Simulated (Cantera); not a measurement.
**Hydrocarbon pyrolysis for carbon deposition**

A perfectly stirred reactor is fed with C₂H₆ : H₂ = 1 : 10 (molar parts), at 0.190 bar; it is held at 1750 K, and followed from long to short residence time.

Model: GRI-Mech 3.0 (53 species, 325 reactions), integrated in Cantera. GRI-Mech 3.0 stops at C3 and has no aromatics, soot or wall deposition, so with more carbon than oxygen in the feed, carbon stays in small species such as C2H2 where larger ones or solid carbon would form.

| τ (s) | x C₂H₆ | x H₂ | x H | x CH₂ | x C₂H₂ | x CH₃ | x C₂H₄ |
|---|---|---|---|---|---|---|---|
| 0.38 | 1.27e-5 | 0.909 | 0.000579 | 1.93e-7 | 0.0664 | 0.000303 | 0.000471 |
| 0.19 | 2.39e-5 | 0.905 | 0.000614 | 2.68e-7 | 0.0637 | 0.000405 | 0.000530 |
| 0.090 | 4.64e-5 | 0.901 | 0.000672 | 3.87e-7 | 0.0606 | 0.000549 | 0.000653 |
| 0.044 | 8.59e-5 | 0.897 | 0.000752 | 5.57e-7 | 0.0576 | 0.000728 | 0.000865 |
| 0.021 | 0.000160 | 0.893 | 0.000865 | 8.18e-7 | 0.0543 | 0.000969 | 0.00124 |
| 0.010 | 0.000294 | 0.889 | 0.00101 | 1.20e-6 | 0.0508 | 0.00129 | 0.00186 |
| 0.0050 | 0.000516 | 0.885 | 0.00117 | 1.72e-6 | 0.0472 | 0.00167 | 0.00279 |
| 0.0024 | 0.000932 | 0.881 | 0.00137 | 2.46e-6 | 0.0427 | 0.00220 | 0.00429 |
| 0.0012 | 0.00163 | 0.878 | 0.00159 | 3.40e-6 | 0.0376 | 0.00282 | 0.00637 |
| 0.00057 | 0.00297 | 0.874 | 0.00183 | 4.69e-6 | 0.0313 | 0.00367 | 0.00946 |
| 0.00028 | 0.00527 | 0.871 | 0.00206 | 6.23e-6 | 0.0244 | 0.00468 | 0.0131 |
x: mole fraction; the columns are a selection and need not sum to one.
